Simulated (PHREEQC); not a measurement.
A solution holds 0.002 mol/kgw NH4HSO4, at 25 °C. Closed to the air; pH follows from the charge balance.

The numbers come from PHREEQC with the ion-association model, phreeqc.dat.

Each row changes one thing in this solution. Precipitation was switched off in this run.

```json
[
 {"case": "as made", "pH": "2.78", "ionic strength (mol/kgw)": "0.00549", "SO4-2 (mol/kgw)": "0.00175", "HSO4- (mol/kgw)": "0.000223"},
 {"case": "diluted 100-fold with water", "pH": "4.70", "ionic strength (mol/kgw)": "5.99e-5", "SO4-2 (mol/kgw)": "2.00e-5", "HSO4- (mol/kgw)": "3.74e-8"},
 {"case": "5.3e-05 mol/kgw NaOH added", "pH": "2.79", "ionic strength (mol/kgw)": "0.00550", "SO4-2 (mol/kgw)": "0.00175", "HSO4- (mol/kgw)": "0.000217"},
 {"case": "NH4HSO4 replaced by Na2SO4 at the same molality", "pH": "7.02", "ionic strength (mol/kgw)": "0.00594", "SO4-2 (mol/kgw)": "0.00197", "HSO4- (mol/kgw)": "1.43e-8"},
 {"case": "NH4HSO4 replaced by Al2(SO4)3 at the same molality", "pH": "4.13", "ionic strength (mol/kgw)": "0.0120", "SO4-2 (mol/kgw)": "0.00291", "HSO4- (mol/kgw)": "1.53e-5"},
 {"case": "0.001 mol/kgw NaH2PO4 added", "pH": "2.82", "ionic strength (mol/kgw)": "0.00635", "SO4-2 (mol/kgw)": "0.00176", "HSO4- (mol/kgw)": "0.000202"}
]
```

Species that the database lacks are ignored. Some of these states are supersaturated (in Gibbsite (slow to form), for instance).
